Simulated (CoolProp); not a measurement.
The numbers come from the reference Helmholtz-energy equation of state, McLinden 2015 in CoolProp.

Q: Give the vapour pressure (MPa), liquid density (kg/m³), vapour density (kg/m³), liquid cp (kJ/(kg K)) of saturated the fluoroketone C6F12O (FK-5-1-12) at 359.5 K.

A: 
| T (K) | p (MPa) | liquid density (kg/m³) | vapour density (kg/m³) | liquid cp (kJ/(kg K)) |
|---|---|---|---|---|
| 359.5 | 0.315 | 1390 | 38.9 | 1.17 |
